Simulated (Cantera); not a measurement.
Silicon oxide and oxynitride deposition: Si₂H₆ + N₂O

Feed: 1 mol Si₂H₆, a varied amount of N₂O, held at 1300 °C and 0.100 bar.

Cantera equilibrium calculation (NASA polynomials, part measured and part estimated; ideal gas, pure solids and liquids). Candidate condensed phases: H₂O, Si, SiO₂, Si₂N₂O, Si₃N₄; 35 gas species. The feed counts by its element totals alone. Mutual solubility and eutectic melting of coexisting phases are not modelled. The tables hold silica as quartz up to 1696 K and as liquid above; real silica turns to tridymite and cristobalite and melts near 1996 K. Gases not in the tables: Si(OH)₄. The numbers say what is thermodynamically allowed, not how fast it happens.

```tsv
n(N₂O) (mol)	log p H₂	log p N₂	log p H₂O	log p O₂	log p NO	log p SiO	n Si(s)	n Si₂N₂O(s)	n SiO₂(β-quartz)
0.21	-1.00	-4.53	-7.95	<-13	<-13	-4.53	1.58	0.209	0
0.37	-1.00	-4.53	-7.95	<-13	<-13	-4.53	1.26	0.369	0
0.65	-1.00	-4.53	-7.95	<-13	<-13	-4.53	0.701	0.649	0
1.1	-1.02	-2.37	-4.86	<-13	-12.72	-4.05	0	0.966	0.0655
2	-1.16	-1.51	-4.71	<-13	-12.00	-4.34	0	0.666	0.665
3.5	-1.32	-1.28	-4.80	<-13	-11.81	-4.42	0	0.166	1.67
6.1	-2.00	-1.17	-1.64	-9.90	-7.91	-8.26	0	0	2.00
11	-6.09	-1.16	-1.73	-1.91	-3.91	-12.26	0	0	2.00
19	-6.45	-1.17	-1.97	-1.67	-3.79	-12.38	0	0	2.00
```
log p: log10 of the partial pressure in bar; n: condensed amount in mol.

From 0.21 mol N₂O to 0.65 mol N₂O the condensed part is Si(s) + Si₂N₂O(s). From 1.1 mol N₂O to 3.5 mol N₂O the condensed part is SiO₂(β-quartz) + Si₂N₂O(s). From 6.1 mol N₂O to 19 mol N₂O the condensed part is SiO₂(β-quartz).
